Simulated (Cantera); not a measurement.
A perfectly stirred reactor is fed with 4.55 % C₂H₆, 95.5 % H₂, at 1430 Torr; it is held at 1000 K, and followed from long to short residence time.

Computed with Cantera and GRI-Mech 3.0 (53 species, 325 reactions). GRI-Mech 3.0 stops at C3 and has no aromatics, soot or wall deposition, so with more carbon than oxygen in the feed, carbon stays in small species such as C2H2 where larger ones or solid carbon would form.

x: mole fraction; the columns are a selection and need not sum to one.

```csv
τ (s),x C₂H₆,x H₂,x CH₄,x H,x C₂H₄,x C₂H,x CH₃
6.1,0.0372,0.954,0.00262,4.18e-8,0.00659,<1e-12,…
2.3,0.0390,0.954,0.00104,4.25e-8,0.00566,<1e-12,…
0.85,0.0410,0.955,0.000402,4.33e-8,0.00403,<1e-12,2.11e-9
0.32,0.0430,0.955,0.000156,4.39e-8,0.00229,<1e-12,1.98e-9
0.12,0.0443,0.955,5.85e-5,4.36e-8,0.00105,<1e-12,1.89e-9
0.044,0.0450,0.955,1.99e-5,4.14e-8,0.000403,<1e-12,…
0.017,0.0453,0.955,6.25e-6,3.60e-8,0.000140,<1e-12,…
0.0062,0.0454,0.955,1.42e-6,2.48e-8,3.56e-5,<1e-12,8.68e-10
0.0023,0.0454,0.955,3.08e-7,1.21e-8,6.48e-6,<1e-12,5.08e-10
0.00086,0.0455,0.955,9.33e-8,4.85e-9,9.62e-7,<1e-12,4.12e-10
```

Task: Some entries are withheld; supply them.

Result: 
- 6.1, x CH₃: 3.62e-9
- 2.3, x CH₃: 2.51e-9
- 0.044, x CH₃: 1.73e-9
- 0.017, x CH₃: 1.40e-9
